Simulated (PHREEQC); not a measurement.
Make-up at 25 °C: 0.041 mol Cu(NO3)2, 9.7e-05 mol H2SO4 and 0.00076 mol H3BO3 per kg of water. Closed to the air; pH follows from the charge balance.

All values are PHREEQC results (ion-association model, phreeqc.dat), not measurements.

### Question
The ionic strength comes out as 0.123 mol/kgw. What activity coefficients do NO3-, Cu+2, SO4-2, H+, CuOH+ get?

### Answer
NO3- 0.74, Cu+2 0.38, SO4-2 0.35, H+ 0.82, CuOH+ 0.76.

This is a speciation only: nothing precipitates in the calculation.
